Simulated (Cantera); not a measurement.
Cantera run:

```python
import numpy as np
import cantera as ct

gas_names = """
    H HO2 H2 H2O H2O2 H2S H2SO4 O OH O2 O3 S SH SO SO2 SO3 S2 S2O S8
""".split()
cond_names = """
    H2O(s) H2O(L) H2SO4(L) S(cr1) S(cr2) S(L)
""".split()


# ... load() reads the species with a 1 bar reference pressure and builds the phases ...
atoms = {
    'SO2': {'S': 1, 'O': 2},
    'H2': {'H': 2},
}
top_T = {}  # K; cautious upper limits of use, not melting points


# ... equilibrate(T, P, feed) seeds the gas with the atoms and calls Mixture.equilibrate('TP', solver="vcs", rtol=1e-11, max_steps=5000) ...
results = []
feed = {'SO2': 1, 'H2': 1}  # mol
T = 1923.15  # K
P = 100000  # Pa
mix = equilibrate(T, P, feed)
results.append((T, P, feed, dict(zip(mix.species_names, mix.species_moles))))
x = sorted(zip(gas.X, gas.species_names), reverse=True)
print(f"T = {T:g} K  P = {P:g} Pa  gas = {mix.phase_moles(0):.4g} mol")
print("   x: " + "  ".join(f"{s} {v:.3e}" for v, s in x if v > 0.001))
print("   condensed (mol): " + ("  ".join(f"{mix.phase(i).name} {mix.phase_moles(i):.4g}"
      for i in range(1, mix.n_phases) if mix.phase_moles(i) > 1e-12) or "none"))
```

Result:

```
T = 1923.15 K  P = 100000 Pa  gas = 1.786 mol
   x: H2O 4.663e-01  SO2 3.132e-01  S2 9.630e-02  H2 7.411e-02  SO 2.271e-02  H2S 1.688e-02  SH 5.057e-03  S2O 4.498e-03
   condensed (mol): none
```

Cantera equilibrium calculation (NASA polynomials, part measured and part estimated; ideal gas, pure solids and liquids).
